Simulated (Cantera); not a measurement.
A Cantera script and its output.

```python
import numpy as np
import cantera as ct

gas = ct.Solution("gri30.yaml")


def delay(T, t_max=10):
    gas.TPX = T, 100000, {'CO': 1, 'H2': 0.051, 'CH4': 1.4, 'O2': 2.56, 'N2': 9.62}
    reactor = ct.IdealGasConstPressureReactor(gas, clone=False)
    net = ct.ReactorNet([reactor])
    net.rtol, net.atol = 1e-8, 1e-16
    while net.time < t_max:
        t_old, T_old = net.time, reactor.T
        net.step()
        if reactor.T > T + 400:  # ignition: a rise of 400 K
            return t_old + (T + 400 - T_old) / (reactor.T - T_old) * (net.time - t_old)
    return np.nan


taus = []
for T in [850, 900, 950, 1000, 1050, 1100, 1150, 1200]:
    taus.append(delay(T))
    print(f"T0 = {T:6g} K   tau = {taus[-1]:.4e} s")
```

It prints:

```
T0 =    850 K   tau = 8.5742e+00 s
T0 =    900 K   tau = 3.8601e+00 s
T0 =    950 K   tau = 1.9044e+00 s
T0 =   1000 K   tau = 9.1842e-01 s
T0 =   1050 K   tau = 4.3152e-01 s
T0 =   1100 K   tau = 2.0180e-01 s
T0 =   1150 K   tau = 9.5490e-02 s
T0 =   1200 K   tau = 4.6139e-02 s
```

Computed with Cantera and GRI-Mech 3.0 (53 species, 325 reactions). Below about 1000 K GRI-Mech 3.0 lacks low-temperature oxidation paths. Below about 950 K walls govern HO2 and H2O2 in real vessels.
